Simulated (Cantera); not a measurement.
# NaOH + H2O (calcination and drying)

Feed: 1 mol NaOH, 0.32 mol H2O, held at 1330 Pa.

Equilibrium computed with Cantera from the NASA thermochemical tables; the gas is ideal and each condensed phase is pure. Candidate condensed phases: H2O, Na, NaOH, NaO2, Na2O, Na2O2; 16 gas species. The numbers say what is thermodynamically allowed, not how fast it happens.

From 873 K to 1273 K the condensed part is NaOH(l). From 1373 K to 2073 K nothing is condensed. The main Na-bearing gas is NaOH at 873 K and Na at 2073 K.

```
T (K)  x H2O   x NaOH      x Na      x O2      x OH  x Na2(OH)2  n NaOH(l)
-----  -----  -------  --------  --------  --------  ----------  ---------
873    1.000  9.50e-5   6.98e-9   3.02e-8   1.21e-9     4.87e-6      1.000
973    0.998  0.00157   7.66e-7   4.36e-7   2.36e-8     6.17e-5      0.999
1073   0.985   0.0149   2.82e-5   7.98e-6   3.15e-7    0.000455      0.995
1173   0.904   0.0933  0.000514  0.000130   2.87e-6     0.00227      0.965
1273   0.554    0.429   0.00677   0.00169   1.58e-5     0.00842      0.737
1373   0.255    0.694    0.0364   0.00906   5.01e-5     0.00498          0
1473   0.268    0.634    0.0778    0.0193  0.000163     0.00115          0
1573   0.287    0.538     0.139    0.0345  0.000455    0.000272          0
1673   0.310    0.421     0.213    0.0528   0.00111     6.25e-5          0
1773   0.332    0.306     0.286    0.0706   0.00239     1.39e-5          0
1873   0.350    0.210     0.347    0.0853   0.00463     3.00e-6          0
1973   0.360    0.139     0.391    0.0957   0.00821     6.56e-7          0
2073   0.363   0.0903     0.420     0.102    0.0135     1.49e-7          0
```
x: gas mole fraction; n: condensed amount in mol.
